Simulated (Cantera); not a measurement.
Feed: 1 mol Si₃N₄, 0.52 mol CO₂, 7.5 mol H₂, equilibrated at 195 Torr.

These are equilibrium values from Cantera (NASA tables, ideal gas, pure condensed phases), not measurements of a reactor. Candidate condensed phases: C, C₆H₆, C₇H₈, C₈H₁₈, H₂O, Si, SiC, SiO₂, Si₂N₂O, Si₃N₄; 151 gas species. Mutual solubility and eutectic melting of coexisting phases are not modelled. Gases not in the tables: Si₂H₆ and higher silanes. Kinetics and transport are ignored.

Question: Which condensed phases are stable at each of these points (T (K)): 1798, 1823, 1848, 1873, 1898, 1923, 1948, 1973, 1998, 2023?

Answer: 
```
T (K)                       condensed phases  Si condensed (%)
-----  -------------------------------------  ----------------
1798           SiC(s) + Si₂N₂O(s) + Si₃N₄(s)              99.7
1823           SiC(s) + Si₂N₂O(s) + Si₃N₄(s)              99.6
1848           SiC(s) + Si₂N₂O(s) + Si₃N₄(s)              99.3
1873   Si(l) + SiC(s) + Si₂N₂O(s) + Si₃N₄(s)              98.9
1898              Si(l) + SiC(s) + Si₂N₂O(s)              98.0
1923              Si(l) + SiC(s) + Si₂N₂O(s)              96.0
1948              Si(l) + SiC(s) + Si₂N₂O(s)              92.5
1973              Si(l) + SiC(s) + Si₂N₂O(s)              86.3
1998              Si(l) + SiC(s) + Si₂N₂O(s)              75.8
2023                          Si(l) + SiC(s)              74.4
```

From 1798 K to 1848 K the condensed part is SiC(s) + Si₂N₂O(s) + Si₃N₄(s). At 1873 K the condensed part is Si(l) + SiC(s) + Si₂N₂O(s) + Si₃N₄(s). From 1898 K to 1998 K the condensed part is Si(l) + SiC(s) + Si₂N₂O(s). At 2023 K the condensed part is Si(l) + SiC(s).
